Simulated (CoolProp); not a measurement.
Dimethyl carbonate along the isotherm 326.85 °C: Z from the reference equation and from simpler models built on Tc = 283.9 °C, pc = 4.909 MPa, ω = 0.346; each cubic takes its own stable root.

Values from CoolProp's reference Helmholtz-energy equation of state, Zhou 2011.

| p (MPa) | phase | reference |
|---|---|---|
| 0.944 | gas | 0.9467 |
| 1.89 | gas | 0.8899 |
| 2.83 | gas | 0.8290 |
| 3.78 | gas | 0.7613 |
| 4.72 | gas | 0.6866 |
| 5.66 | supercritical | 0.6034 |
| 6.61 | supercritical | 0.5143 |
| 7.55 | supercritical | 0.4357 |
| 8.5 | supercritical | 0.3907 |
| 9.44 | supercritical | 0.3797 |
| 10.4 | supercritical | 0.3843 |
| 11.3 | supercritical | 0.3950 |
| 12.3 | supercritical | 0.4105 |

How far does each simpler model (van der Waals, Redlich-Kwong, Soave-Redlich-Kwong, Peng-Robinson) lie from the reference over these 13 states: mean and median of the absolute difference, and the worst?


- van der Waals: mean 9.6 %, median 6.6 %, worst +26.4 % at 326.85 °C and 12.3 MPa
- Redlich-Kwong: mean 4.0 %, median 3.2 %, worst +9.2 % at 326.85 °C and 12.3 MPa
- Soave-Redlich-Kwong: mean 7.9 %, median 6.1 %, worst +16.2 % at 326.85 °C and 10.4 MPa
- Peng-Robinson: mean 3.3 %, median 1.6 %, worst +7.1 % at 326.85 °C and 9.44 MPa
